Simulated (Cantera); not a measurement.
Cantera with NASA thermochemical tables; ideal gases at 1 bar, condensed phases pure. Values are per mole of reaction as written; species without (g) are pure solids or liquids, kept so even where they would boil at 1 bar.

2 HF(g) + Mg ⇌ MgF₂ + H₂(g)

| T (K) | ΔH° (kJ) | ΔS° (J/K) | ΔG° (kJ) | log10 K |
|---|---|---|---|---|
| 500 | -576.6 | -185.8 | -483.7 | 50.53 |
| 550 | -575.8 | -184.2 | -474.4 | 45.06 |
| 600 | -574.9 | -182.7 | -465.3 | 40.51 |
| 650 | ___ | ___ | ___ | ___ |
| 700 | -573.0 | -179.8 | -447.2 | 33.37 |
| 750 | ___ | ___ | ___ | ___ |
| 800 | -571.2 | -177.4 | -429.3 | 28.03 |
| 850 | ___ | ___ | ___ | ___ |
| 900 | ___ | ___ | ___ | ___ |

**Question.** What belongs in the gaps?

**Answer.** 
- 650, ΔH° (kJ): -574.0
- 650, ΔS° (J/K): -181.2
- 650, ΔG° (kJ): -456.2
- 650, log10 K: 36.66
- 750, ΔH° (kJ): -572.1
- 750, ΔS° (J/K): -178.6
- 750, ΔG° (kJ): -438.2
- 750, log10 K: 30.52
- 850, ΔH° (kJ): -570.3
- 850, ΔS° (J/K): -176.3
- 850, ΔG° (kJ): -420.5
- 850, log10 K: 25.84
- 900, ΔH° (kJ): -569.4
- 900, ΔS° (J/K): -175.2
- 900, ΔG° (kJ): -411.7
- 900, log10 K: 23.89
